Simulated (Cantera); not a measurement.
Equilibrium for silicon etching in halogen gases: Si + F2 + N2

Charge: 1 mol Si, 9.3 mol F2, 35 mol N2, equilibrated at 250 °C and 0.133 bar.

These are equilibrium values from Cantera (NASA tables, ideal gas, pure condensed phases), not measurements of a reactor. Candidate condensed phases: Si, Si3N4; 16 gas species. Equilibrium is a limit: real reactors are often held back by kinetics, nucleation or transport.

```json
{
  "x(N2)": "0.847",
  "x(NF3)": "0.127",
  "x(SiF4)": "0.0260",
  "x(F2)": "0.000127",
  "gas_amount": "38.44 mol",
  "log10 activity of Si(s) (absent)": "-146.77"
}
```
